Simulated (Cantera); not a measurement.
A perfectly stirred reactor is fed with 6.70 % CH4, 6.70 % H2, 18.2 % O2, 68.4 % N2, at 0.987 atm; it is adiabatic with a 500 K inlet, and is followed from long to short residence time, starting on the burning branch (τ in s: 0.037, 0.022, 0.013, 0.0073, 0.0042, 0.0025, 0.0014, 0.00083, 0.00048, 0.00028, 0.00016, 9.4e-05, 5.5e-05).

Detailed kinetics in Cantera: GRI-Mech 3.0 (53 species, 325 reactions).

Task: Predict: blow-out, bracketed by the residence times tried; x(CH4) at τ = 37.0 ms; x(H2) at τ = 37.0 ms; x(O2) at τ = 37.0 ms; x(CH3) at τ = 37.0 ms; x(CH4) at τ = 1.40 ms; x(H2) at τ = 1.40 ms; x(O2) at τ = 1.40 ms; x(CH3) at τ = 1.40 ms; x(C2H2) at τ = 1.40 ms.

Result: blow-out, bracketed by the residence times tried: burning at 55.0 µs, the shortest tried
x(CH4) at τ = 37.0 ms: 3.93e-6
x(H2) at τ = 37.0 ms: 0.00402
x(O2) at τ = 37.0 ms: 0.0181
x(CH3) at τ = 37.0 ms: 2.06e-6
x(CH4) at τ = 1.40 ms: 4.65e-5
x(H2) at τ = 1.40 ms: 0.0104
x(O2) at τ = 1.40 ms: 0.0251
x(CH3) at τ = 1.40 ms: 1.93e-5
x(C2H2) at τ = 1.40 ms: 1.06e-8
